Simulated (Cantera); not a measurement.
A perfectly stirred reactor is fed with H₂ : O₂ : N₂ = 1.3 : 1 : 1.4 (molar parts), equivalence ratio 0.65, at 278 Torr; it is held at 1150 K, and followed from long to short residence time.

Detailed kinetics in Cantera: the H2/O2 subset of GRI-Mech 3.0, which has no nitrogen chemistry. The temperature is held fixed by assumption; the heat of reaction is taken as removed at once.

### Question
Predict: x(H₂) at τ = 4.20 s; x(O₂) at τ = 4.20 s; x(O) at τ = 4.20 s; x(H) at τ = 4.20 s; x(HO₂) at τ = 4.20 s; x(H₂) at τ = 13.0 ms; x(O₂) at τ = 13.0 ms; x(O) at τ = 13.0 ms; x(H) at τ = 13.0 ms; x(HO₂) at τ = 13.0 ms.

### Answer
* **x(H₂) at τ = 4.20 s**: 0.000184
* **x(O₂) at τ = 4.20 s**: 0.115
* **x(O) at τ = 4.20 s**: 5.50e-6
* **x(H) at τ = 4.20 s**: 1.18e-6
* **x(HO₂) at τ = 4.20 s**: 6.49e-6
* **x(H₂) at τ = 13.0 ms**: 0.00671
* **x(O₂) at τ = 13.0 ms**: 0.117
* **x(O) at τ = 13.0 ms**: 0.000400
* **x(H) at τ = 13.0 ms**: 0.000366
* **x(HO₂) at τ = 13.0 ms**: 7.10e-5
